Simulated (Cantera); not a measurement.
Mixture: CH₄ : C₂H₆ : O₂ : N₂ = 1 : 0.04 : 2.85 : 10.7 (molar parts), equivalence ratio 0.75, at 2.40 bar, adiabatic and at constant pressure. Ignition delay is the time to a rise of 400 K.

Model: GRI-Mech 3.0 (53 species, 325 reactions), integrated in Cantera.

### Question
Predict: delay at 1225 K; delay at 1325 K; delay at 1425 K; delay at 1525 K; delay at 1625 K; apparent activation energy between 1575 and 1675 K.

### Answer
```
Quantity                                                Result
--------------------------------------------------  ----------
delay at 1225 K                                        5.18 ms
delay at 1325 K                                        1.61 ms
delay at 1425 K                                       0.535 ms
delay at 1525 K                                       0.196 ms
delay at 1625 K                                        81.9 µs
apparent activation energy between 1575 and 1675 K  170 kJ/mol
```
